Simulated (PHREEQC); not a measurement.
Solution (20 °C): 0.0075 mol/kgw HBF4. Closed to the air; pH follows from the charge balance.

All values are PHREEQC results (ion-association model, phreeqc.dat), not measurements.

Each row changes one thing in this solution. Precipitation was switched off in this run.

```csv
case,pH,ionic strength (mol/kgw),BF4- (mol/kgw),HF (mol/kgw),H3BO3 (mol/kgw),F- (mol/kgw)
as made,2.19,0.00692,0.00581,0.00473,0.00118,0.000590
temperature from 20 to 5 °C,2.18,0.00714,0.00607,0.00378,0.000958,0.000588
diluted 2-fold with water,2.47,0.00359,0.00247,0.00345,0.000967,0.000795
0.00052 mol/kgw NaHCO3 added,2.23,0.00696,0.00581,0.00466,0.00117,0.000624
HBF4 from 0.0075 to 0.0112 mol/kgw,2.02,0.0103,0.00920,0.00564,0.00135,0.000485
0.015 mol/kgw NaH2PO4 added,2.51,0.0184,0.00579,0.00397,0.00108,0.00108
0.0023 mol/kgw HCl added,2.08,0.00906,0.00579,0.00499,0.00123,0.000484
HBF4 from 0.0075 to 0.015 mol/kgw,1.90,0.0140,0.0127,0.00639,0.00148,0.000419
temperature from 20 to 60 °C,2.26,0.00597,0.00473,0.00879,0.00215,0.000594
```

Species that the database lacks are ignored. At this temperature some constants are extrapolated from 25 °C, and those without enthalpy data are left unchanged. Real BF4- forms and hydrolyses slowly; the run takes it at equilibrium.
